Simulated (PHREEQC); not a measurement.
**Acid mine or pickling water (model solution)**

Model water analysis in mg/L, 75 °C, pH 3.35, pe 9.6: Na 98.5; K 12.6; Ca 521; Mg 0.405; Cl 161; S(6) as SO4 1330; B 1.51; Al 0.119.

Valence states are taken as typed.

Computed with PHREEQC (ion-association model, wateq4f.dat).

Each row changes one thing in this solution. No solid was allowed to form.

| case | ionic strength (mol/kgw) | Ca+2 (mol/kgw) | SO4-2 (mol/kgw) | CaSO4 (mol/kgw) | HSO4- (mol/kgw) | K+ (mol/kgw) | SI of Gypsum (CaSO4:2H2O) | SI of Boehmite (AlOOH) |
|---|---|---|---|---|---|---|---|---|
| as made | 0.0390 | 0.00844 | 0.00842 | 0.00455 | 0.000731 | 0.000306 | -0.10 | -2.47 |
| temperature from 75 to 25 °C at the same typed pH | 0.0419 | 0.00898 | 0.00947 | 0.00403 | 0.000240 | 0.000313 | -0.11 | -5.27 |
| all concentrations times 2 at the same typed pH | 0.0722 | 0.0154 | [?] | 0.0105 | [?] | 0.000596 | +0.27 | -2.39 |
| Na from 98.5 to 296 mg/L | [?] | 0.00864 | 0.00843 | 0.00436 | 0.000714 | 0.000306 | -0.11 | -2.46 |

Question: Complete the blanks.

Answer: 
- all concentrations times 2 at the same typed pH, SO4-2 (mol/kgw): 0.0156
- all concentrations times 2 at the same typed pH, HSO4- (mol/kgw): 0.00117
- Na from 98.5 to 296 mg/L, ionic strength (mol/kgw): 0.0437

Complexes and solids missing from the database can't appear. Some of these states are supersaturated (in Gypsum, for instance). Constants without temperature data keep their 25 °C values here.
